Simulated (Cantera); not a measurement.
A perfectly stirred reactor is fed with H2 : O2 : N2 = 0.64 : 1 : 1.7 (molar parts), equivalence ratio 0.32, at 0.120 bar; it is held at 1375 K, and followed from long to short residence time.

Computed with Cantera and the H2/O2 subset of GRI-Mech 3.0, which has no nitrogen chemistry. The temperature is held fixed by assumption; the heat of reaction is taken as removed at once.

x: mole fraction; the columns are a selection and need not sum to one.

```csv
τ (s),x H2,x O2,x H2O2,x OH,x HO2,x H2O,x H
0.73,0.000215,0.225,2.44e-7,0.00113,3.39e-6,0.211,___
0.42,0.000310,0.225,3.02e-7,0.00136,4.50e-6,0.211,___
0.24,0.000448,0.224,3.71e-7,0.00164,5.89e-6,0.210,___
0.14,0.000637,0.224,4.49e-7,0.00196,7.46e-6,0.210,___
0.081,0.000910,0.224,5.40e-7,0.00236,9.25e-6,0.209,___
0.047,0.00129,0.224,6.42e-7,0.00282,1.12e-5,0.208,___
0.027,0.00184,0.223,7.58e-7,0.00339,1.31e-5,0.207,___
0.016,0.00256,0.223,8.75e-7,0.00403,1.49e-5,0.205,___
0.0091,0.00362,0.222,1.00e-6,0.00483,1.67e-5,0.202,___
```

Problem. Fill in the missing entries.

Solution. 
- 0.73, x H: 4.39e-5
- 0.42, x H: 7.68e-5
- 0.24, x H: 0.000135
- 0.14, x H: 0.000232
- 0.081, x H: 0.000401
- 0.047, x H: 0.000690
- 0.027, x H: 0.00119
- 0.016, x H: 0.00199
- 0.0091, x H: 0.00343
